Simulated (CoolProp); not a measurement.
Ethylene at 152.94 K and 0.0197 MPa is compressed adiabatically to 0.145 MPa with isentropic efficiency 0.8. Each further row changes one setting.

Values from CoolProp's reference Helmholtz-energy equation of state, Smukala 2000.

```json
[
 {"case": "as stated", "work (kJ/kg)": "144", "final temperature (K)": "265.5", "final density (kg/m³)": "1.86"},
 {"case": "efficiency 1", "work (kJ/kg)": "115", "final temperature (K)": "245.2", "final density (kg/m³)": "2.03"},
 {"case": "efficiency 0.65", "work (kJ/kg)": "177", "final temperature (K)": "287.9", "final density (kg/m³)": "1.71"}
]
```
